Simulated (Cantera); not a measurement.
## Stirred combustor or abatement burner

A perfectly stirred reactor is fed with 27.6 % CO, 0.855 % H2, 1.79 % CH4, 13.7 % O2, 51.6 % N2, 2.07 % CO2, 2.43 % H2O, equivalence ratio 1.3, at 3750 Torr; it is adiabatic with a 750 K inlet, and is followed from long to short residence time, starting on the burning branch (τ in s: 0.14, 0.042, 0.013, 0.0039, 0.0012, 0.00036, 0.00011, 3.3e-05, 1e-05).

Computed with Cantera and GRI-Mech 3.0 (53 species, 325 reactions).

```tsv
τ (s)	T (K)	x CO	x H2	x CH4	x C2H2	x H2O	x NO	x CH2
0.14	2549	0.0968	0.00425	7.73e-8	5.93e-12	0.0695	0.00256	3.83e-9
0.042	2546	0.0971	0.00426	2.50e-7	2.07e-11	0.0694	0.00248	1.24e-8
0.013	2539	0.0980	0.00431	7.43e-7	7.08e-11	0.0691	0.00226	3.71e-8
0.0039	2516	0.101	0.00446	2.05e-6	2.22e-10	0.0684	0.00177	1.01e-7
0.0012	2464	0.106	0.00481	4.91e-6	4.99e-10	0.0669	0.00108	2.24e-7
0.00036	2365	0.117	0.00551	1.15e-5	8.76e-10	0.0642	0.000480	4.14e-7
0.00011	2220	0.131	0.00647	2.80e-5	1.56e-9	0.0606	0.000189	6.63e-7
3.3e-5	2029	0.148	0.00735	8.26e-5	3.70e-9	0.0565	8.43e-5	1.01e-6
1.0e-5	1725	0.189	0.00688	0.000489	1.84e-8	0.0560	1.94e-5	1.81e-6
```
x: mole fraction; the columns are a selection and need not sum to one.
